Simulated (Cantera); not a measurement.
A Cantera script and its output.

```python
import numpy as np
import cantera as ct

gas = ct.Solution("gri30.yaml")


def delay(T, t_max=10):
    gas.TPX = T, 230000, {'CH4': 1, 'C2H6': 0.2, 'C3H8': 0.34, 'O2': 5.57, 'N2': 20.9, 'H2O': 3.2}
    reactor = ct.IdealGasReactor(gas, clone=False)
    net = ct.ReactorNet([reactor])
    net.rtol, net.atol = 1e-8, 1e-16
    while net.time < t_max:
        t_old, T_old = net.time, reactor.T
        net.step()
        if reactor.T > T + 400:  # ignition: a rise of 400 K
            return t_old + (T + 400 - T_old) / (reactor.T - T_old) * (net.time - t_old)
    return np.nan


taus = []
for T in [1050, 1125, 1200, 1275, 1350, 1425, 1500, 1575, 1650, 1725]:
    taus.append(delay(T))
    print(f"T0 = {T:6g} K   tau = {taus[-1]:.4e} s")
```

Output:

```
T0 =   1050 K   tau = 1.9517e-02 s
T0 =   1125 K   tau = 6.0587e-03 s
T0 =   1200 K   tau = 2.0134e-03 s
T0 =   1275 K   tau = 7.1174e-04 s
T0 =   1350 K   tau = 2.7483e-04 s
T0 =   1425 K   tau = 1.1803e-04 s
T0 =   1500 K   tau = 5.6673e-05 s
T0 =   1575 K   tau = 3.0294e-05 s
T0 =   1650 K   tau = 1.7838e-05 s
T0 =   1725 K   tau = 1.1416e-05 s
```

Detailed kinetics in Cantera: GRI-Mech 3.0 (53 species, 325 reactions). GRI-Mech 3.0 was tuned for natural gas; its chemistry of propane as a main component is partial and can be far from experiment.
